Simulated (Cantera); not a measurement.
Charge: 1 mol Si, 0.2 mol O2, 19 mol N2, 0.0036 mol H2O, 0.8 mol NH3, at 0.300 bar.

Equilibrium computed with Cantera from the NASA thermochemical tables; the gas is ideal and each condensed phase is pure. Candidate condensed phases: H2O, Si, SiO2, Si2N2O, Si3N4; 35 gas species. Mutual solubility and eutectic melting of coexisting phases are not modelled. The tables' values for SiN are old estimates; treat these amounts as uncertain. Gases not in the tables: Si2H6 and higher silanes. The numbers say what is thermodynamically allowed, not how fast it happens.

x: gas mole fraction; n: condensed amount in mol.

| T (K) | x N2 | x H2 | x SiO | x H | x Si | x Si2N | n Si2N2O(s) | n Si3N4(s) | n Si(l) |
|---|---|---|---|---|---|---|---|---|---|
| 1498 | 0.940 | 0.0600 | 1.50e-7 | 7.68e-6 | 9.92e-11 | <1e-12 | 0.404 | 0.0643 | 0 |
| 1548 | 0.940 | 0.0600 | 6.68e-7 | 1.38e-5 | 5.94e-10 | ? | 0.404 | 0.0643 | 0 |
| 1598 | 0.940 | 0.0600 | 2.71e-6 | 2.38e-5 | 3.17e-9 | ? | 0.404 | 0.0643 | 0 |
| 1648 | 0.940 | 0.0599 | 1.01e-5 | 3.98e-5 | 1.53e-8 | ? | 0.403 | 0.0643 | 0 |
| 1698 | 0.940 | 0.0599 | 3.46e-5 | 6.46e-5 | 6.68e-8 | ? | 0.403 | 0.0645 | 0 |
| 1748 | 0.940 | 0.0599 | 0.000110 | 0.000102 | 2.69e-7 | ? | 0.401 | 0.0650 | 0 |
| 1798 | 0.940 | 0.0599 | 0.000330 | 0.000157 | 9.98e-7 | ? | 0.397 | 0.0665 | 0 |
| 1848 | 0.939 | 0.0598 | 0.000927 | 0.000237 | 3.45e-6 | ? | 0.385 | 0.0704 | 0 |
| 1898 | 0.938 | 0.0596 | 0.00246 | 0.000348 | 1.12e-5 | ? | 0.354 | 0.0807 | 0 |
| 1948 | 0.934 | 0.0592 | 0.00622 | 0.000502 | 3.40e-5 | ? | 0.278 | 0.106 | 0 |
| 1998 | 0.926 | 0.0584 | 0.0150 | 0.000708 | 9.82e-5 | ? | 0.0962 | 0.166 | 0 |
| 2048 | 0.923 | 0.0567 | 0.0192 | 0.000974 | 0.000252 | ? | 0 | 0 | 0.588 |
| 2098 | 0.922 | 0.0565 | 0.0192 | 0.00134 | 0.000435 | ? | 0 | 0 | 0.583 |

Q: Complete the blanks.

A: 
- 1548, x Si2N: 2.95e-12
- 1598, x Si2N: 2.48e-11
- 1648, x Si2N: 1.83e-10
- 1698, x Si2N: 1.19e-9
- 1748, x Si2N: 6.98e-9
- 1798, x Si2N: 3.69e-8
- 1848, x Si2N: 1.78e-7
- 1898, x Si2N: 7.87e-7
- 1948, x Si2N: 3.22e-6
- 1998, x Si2N: 1.23e-5
- 2048, x Si2N: 3.88e-5
- 2098, x Si2N: 5.74e-5
